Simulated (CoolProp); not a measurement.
R404A along the isobar 5220 kPa: density (kg/m³) from the reference equation and from simpler models built on Tc = 345.3 K, pc = 3735 kPa, ω = 0.293; each cubic takes its own stable root.

Values from CoolProp's reference Helmholtz-energy equation of state, Lemmon 2003. It is a pseudo-pure fit of the blend.

```tsv
T (K)	phase	reference	Redlich-Kwong	Peng-Robinson
313.7	liquid	1014	825.4	966.1
323.2	liquid	(withheld)	778.8	904.7
332.6	liquid	907.1	(withheld)	833.6
342.1	liquid	834.7	665.2	745.9
351.5	supercritical	733.5	590.4	632.4
360.9	supercritical	548.7	492.3	477.3
370.4	supercritical	(withheld)	379.1	351.8
379.8	supercritical	297.8	308.6	292.2
389.2	supercritical	260.1	268.9	257.4
398.7	supercritical	234.9	242.5	233.3
408.1	supercritical	216.6	223.5	215.5
417.6	supercritical	202.0	208.5	201.3
427	supercritical	190.3	196.4	189.8
436.4	supercritical	180.5	186.2	180.0
```

What belongs in the gaps?


- 323.2, reference: 964.3
- 332.6, Redlich-Kwong: 726.6
- 370.4, reference: 367.6
